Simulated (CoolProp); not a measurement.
A Linde-Hampson liquefier for ethane: isothermal reversible compression at 320 K from 1 atm to 20 MPa, throttling to 1 atm, return gas leaving the recuperator 0 K below the feed. Each further row changes one setting.

Values from CoolProp's reference Helmholtz-energy equation of state, Bücker 2006.

```csv
case,liquid yield per pass,compression work (kJ/kg of gas)
as stated,…,366
high pressure 40 MPa,…,…
warm-end temperature 350 K,…,…
warm-end gap 5 K,…,366
```

Problem. Fill in the missing entries.

Solution. 
- as stated, liquid yield per pass: 0.465
- high pressure 40 MPa, liquid yield per pass: 0.461
- high pressure 40 MPa, compression work (kJ/kg of gas): 414
- warm-end temperature 350 K, liquid yield per pass: 0.381
- warm-end temperature 350 K, compression work (kJ/kg of gas): 429
- warm-end gap 5 K, liquid yield per pass: 0.458
